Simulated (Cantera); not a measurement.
**Counterflow diffusion flame**

A counterflow diffusion flame at 1.40 bar, nozzles 20 mm apart: fuel side CH₄ = 1 (molar parts) at 498 K, oxidiser side O₂ : N₂ = 0.25 : 0.75 (molar parts) at 325 K, fuel mass flux 0.67 times the oxidiser's; mixture-averaged transport, no radiation.

Model: GRI-Mech 3.0 (53 species, 325 reactions), integrated in Cantera. GRI-Mech 3.0 has no aromatics or soot, which form on the fuel side of real flames. The maximum strain rate includes the flame's own expansion and is several times the mean.

| oxidiser flux (kg/m²/s) | max strain (1/s) | mean strain (1/s) | T max (K) | peak x OH | peak x H | peak x NO | peak x CO | peak x C₂H₂ |
|---|---|---|---|---|---|---|---|---|
| 0.35 | 182 | 33.3 | 2264 | 0.0104 | 0.00419 | 0.000408 | 0.0711 | 0.0186 |
| 0.45 | 231 | 42.8 | 2249 | 0.0104 | 0.00435 | 0.000384 | 0.0697 | 0.0179 |
| 0.58 | 292 | 55.1 | 2236 | 0.0105 | 0.00450 | 0.000362 | 0.0686 | 0.0172 |
| 0.74 | 366 | 70.3 | 2227 | 0.0105 | 0.00467 | 0.000344 | 0.0677 | 0.0166 |
| 0.95 | 463 | 90.3 | 2218 | 0.0106 | 0.00485 | 0.000324 | 0.0669 | 0.0160 |
| 1.2 | 576 | 114 | 2208 | 0.0106 | 0.00500 | 0.000304 | 0.0662 | 0.0153 |
| 1.6 | 755 | 152 | 2196 | 0.0105 | 0.00518 | 0.000277 | 0.0654 | 0.0145 |
| 2 | 928 | 190 | 2186 | 0.0104 | 0.00530 | 0.000255 | 0.0649 | 0.0139 |
| 2.6 | 1180 | 247 | 2172 | 0.0103 | 0.00541 | 0.000227 | 0.0642 | 0.0130 |
x: mole fraction; the columns are a selection and need not sum to one.
